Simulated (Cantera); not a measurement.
A closed system holds: 1 mol MgCl2, 3.1 mol H2O, 1.9 mol H2, at 700 °C and 0.135 Torr.

These are equilibrium values from Cantera (NASA tables, ideal gas, pure condensed phases), not measurements of a reactor. Candidate condensed phases: H2O, Mg, MgCl2, MgO, Mg(OH)2; 22 gas species. Equilibrium is a limit: real reactors are often held back by kinetics, nucleation or transport.

Base state: H2O 0.350, HCl 0.333, H2 0.317 (mole fractions); condensed: MgO(s).

Question: What changes in the equilibrium state with this change: temperature from 700 °C to 1802 °C?

Answer: 
```
species       before    after
-----------  -------  -------
H2O            0.350    0.358
HCl            0.333    0.178
H2             0.317    0.164
Mg             <1e-9    0.108
OH             <1e-9   0.0201
H            4.53e-8   0.0803
Cl           4.50e-8   0.0643
MgCl2        3.65e-6   0.0101
O              <1e-9  0.00706
O2             <1e-9  0.00661
MgCl           <1e-9  0.00242
MgO(s), mol    1.000   0.0769
```
